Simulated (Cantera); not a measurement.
An adiabatic, constant-pressure homogeneous reactor starts with 16.7 % CO, 1.25 % H₂, 17.2 % O₂, 64.9 % N₂, at 1248 K and 1000000 Pa.

Cantera simulation using GRI-Mech 3.0 (53 species, 325 reactions); the numbers are that mechanism's predictions, not measurements. The hydrogen kinetics of GRI-Mech 3.0 are dated; newer H2 mechanisms differ, most at raised pressure.

One state of this run: T (K) = 2493; x CO = 0.0125; x H₂ = 0.000131; x O₂ = 0.0936; x N₂O = 3.24e-6; x NO₂ = 1.19e-6. x: mole fraction; the columns are a selection and need not sum to one.

### Question
Which value of t (s) does it belong to?
A) 0.000126
B) 0.000501
C) 0.00794
D) 0.00199

### Answer
A, 0.000126
